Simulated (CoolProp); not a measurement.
Vapour pressure (kPa) of CH3F (R41): the reference equation beside estimates from Tc = 44.1 °C, pc = 5906 kPa, ω = 0.200.

Computed with CoolProp (reference Helmholtz-energy equation of state, Lemmon 2006). It is a short technical equation, of lower accuracy than the large ones.

```
T (°C)  reference  Lee-Kesler  van der Waals  Redlich-Kwong  Soave-Redlich-Kwong
------  ---------  ----------  -------------  -------------  -------------------
-58.65      268.8       266.5          989.0          382.3                266.5
-56.35      297.5       295.7           1046          419.9                295.7
-54.05      328.4       327.4           1104          460.0                327.2
-51.65      363.3       363.0           1168          504.8                362.9
-49.35      399.3       399.9           1231          550.7                399.7
-47.05      437.9       439.5           1296          599.4                439.4
-44.75      479.4       482.0           1364          651.2                481.9
-42.45      523.7       527.5           1433          706.1                527.6
-40.15      571.1       576.2           1505          764.2                576.4
-37.85      621.7       628.1           1579          825.6                628.5
-35.55      675.6       683.4           1656          890.4                684.2
-33.25      733.0       742.2           1735          958.7                743.4
-30.95      794.0       804.7           1816           1031                806.4
```

Absolute difference from the reference over all 13 rows, mean and median: Lee-Kesler 0.7 and 0.7 %, van der Waals 189.8 and 184.5 %, Redlich-Kwong 35.9 and 35.8 %, Soave-Redlich-Kwong 0.8 and 0.7 %.
